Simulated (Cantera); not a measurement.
# Adiabatic ignition

An adiabatic, constant-pressure homogeneous reactor starts with 16.8 % CO, 1.41 % H2, 17.1 % O2, 64.7 % N2, equivalence ratio 0.53, at 1748 K and 110000 Pa.

Computed with Cantera and GRI-Mech 3.0 (53 species, 325 reactions).

```json
[
 {"t (s)": "3.00e-6", "T (K)": "1748", "x CO": "0.168", "x H2": "0.0141", "x O2": "0.171", "x H2O": "1.35e-6", "x O": "3.19e-6"},
 {"t (s)": "7.33e-6", "T (K)": "1748", "x CO": "0.168", "x H2": "0.0140", "x O2": "0.171", "x H2O": "3.53e-5", "x O": "4.44e-5"},
 {"t (s)": "1.79e-5", "T (K)": "1756", "x CO": "0.161", "x H2": "0.00459", "x O2": "0.159", "x H2O": "0.00589", "x O": "0.00883"},
 {"t (s)": "4.38e-5", "T (K)": "1871", "x CO": "0.116", "x H2": "0.000860", "x O2": "0.121", "x H2O": "0.00651", "x O": "0.0384"},
 {"t (s)": "0.000107", "T (K)": "2098", "x CO": "0.0821", "x H2": "0.000987", "x O2": "0.103", "x H2O": "0.00561", "x O": "0.0427"},
 {"t (s)": "0.000262", "T (K)": "2344", "x CO": "0.0692", "x H2": "0.000861", "x O2": "0.104", "x H2O": "0.00773", "x O": "0.0279"},
 {"t (s)": "0.000641", "T (K)": "2565", "x CO": "0.0530", "x H2": "0.000629", "x O2": "0.101", "x H2O": "0.00957", "x O": "0.0163"},
 {"t (s)": "0.00157", "T (K)": "2680", "x CO": "0.0419", "x H2": "0.000484", "x O2": "0.0969", "x H2O": "0.0106", "x O": "0.0109"},
 {"t (s)": "0.00383", "T (K)": "2684", "x CO": "0.0402", "x H2": "0.000467", "x O2": "0.0930", "x H2O": "0.0108", "x O": "0.00993"},
 {"t (s)": "0.00936", "T (K)": "2680", "x CO": "0.0398", "x H2": "0.000465", "x O2": "0.0908", "x H2O": "0.0109", "x O": "0.00958"},
 {"t (s)": "0.0229", "T (K)": "2679", "x CO": "0.0398", "x H2": "0.000465", "x O2": "0.0905", "x H2O": "0.0109", "x O": "0.00953"},
 {"t (s)": "0.0560", "T (K)": "2679", "x CO": "0.0398", "x H2": "0.000465", "x O2": "0.0905", "x H2O": "0.0109", "x O": "0.00953"},
 {"t (s)": "0.137", "T (K)": "2679", "x CO": "0.0398", "x H2": "0.000465", "x O2": "0.0905", "x H2O": "0.0109", "x O": "0.00953"},
 {"t (s)": "0.335", "T (K)": "2679", "x CO": "0.0398", "x H2": "0.000465", "x O2": "0.0905", "x H2O": "0.0109", "x O": "0.00953"},
 {"t (s)": "0.818", "T (K)": "2679", "x CO": "0.0398", "x H2": "0.000465", "x O2": "0.0905", "x H2O": "0.0109", "x O": "0.00953"},
 {"t (s)": "2.00", "T (K)": "2679", "x CO": "0.0398", "x H2": "0.000465", "x O2": "0.0905", "x H2O": "0.0109", "x O": "0.00953"}
]
```
x: mole fraction; the columns are a selection and need not sum to one.

| Property | Value |
|---|---|
| time of steepest temperature rise | 40.7 µs |
| temperature at 2.00 s | 2679 K |
| equilibrium temperature | 2679 K |
| x(CO) at 2.00 s | 0.0398 (gas-phase equilibrium 0.0398) |
| x(H2) at 2.00 s | 0.000465 (gas-phase equilibrium 0.000465) |
| x(O2) at 2.00 s | 0.0905 (gas-phase equilibrium 0.0905) |
